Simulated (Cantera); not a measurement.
Feed: 1 mol PbO, 0.75 mol N₂, equilibrated at 0.230 bar.

Cantera equilibrium calculation (NASA polynomials, part measured and part estimated; ideal gas, pure solids and liquids). Candidate condensed phases: Pb, PbO, PbO₂, Pb₃O₄; 12 gas species. Gases not in the tables: (PbO)n polymers. Kinetics and transport are ignored.

x: gas mole fraction; n: condensed amount in mol.

```tsv
T (K)	x N₂	x PbO	x Pb	x O₂	x NO	x O	n PbO(red)	n PbO(yellow)	n PbO(l)
650	1.00	<1e-12	<1e-12	<1e-12	<1e-12	<1e-12	1.00	0	0
750	1.00	___	___	___	___	<1e-12	1.00	0	0
850	1.00	___	___	___	___	<1e-12	0	1.00	0
950	1.00	2.29e-7	4.74e-8	2.06e-8	6.19e-9	<1e-12	0	1.00	0
1050	1.000	6.44e-6	1.18e-6	5.43e-7	9.56e-8	1.03e-12	0	1.000	0
1150	1.000	9.90e-5	1.67e-5	7.90e-6	9.07e-7	4.87e-11	0	1.000	0
1250	0.999	0.000794	0.000135	6.45e-5	5.57e-6	1.16e-9	0	0	0.999
```

Question: Complete the blanks.

Answer: 
- 750, x PbO: 1.82e-11
- 750, x Pb: 5.97e-12
- 750, x O₂: 1.70e-12
- 750, x NO: 2.57e-12
- 850, x PbO: 3.62e-9
- 850, x Pb: 8.91e-10
- 850, x O₂: 3.43e-10
- 850, x NO: 2.05e-10
